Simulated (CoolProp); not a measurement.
Vapour-liquid equilibrium of o-xylene (1) + n-undecane (2) at 2.37 bar; x and y are mole fractions of (1).

Computed with CoolProp (multi-fluid Helmholtz-energy mixture model, Zhou 2012 and Aleksandrov 2011; pair parameters Bell 2016).

```csv
x,"bubble temperature, mixture model (°C)","bubble temperature, Raoult's law (°C)","y, mixture model","y, Raoult's law"
0.05,230.1,229.4,0.111,0.132
0.15,223.0,221.5,0.305,0.344
0.25,216.2,214.4,0.464,0.504
0.35,209.8,208.1,…,0.627
0.45,…,202.5,0.697,0.723
0.55,198.6,197.5,0.781,0.800
0.65,193.8,192.9,0.848,0.861
0.75,…,188.7,…,0.910
0.85,…,184.8,0.947,0.951
0.95,…,181.3,0.984,0.985
```

Problem. Some entries are withheld; supply them.

Solution. 
- 0.35, y, mixture model: 0.594
- 0.45, bubble temperature, mixture model (°C): 204.0
- 0.75, bubble temperature, mixture model (°C): 189.3
- 0.75, y, mixture model: 0.902
- 0.85, bubble temperature, mixture model (°C): 185.2
- 0.95, bubble temperature, mixture model (°C): 181.4

The largest gap from Raoult's law is +1.8 K in bubble temperature, at x = 0.25. No azeotrope shows between x = 0.05 and 0.95.

The pair parameters rest on a limited set of measurements; away from them the model extrapolates.
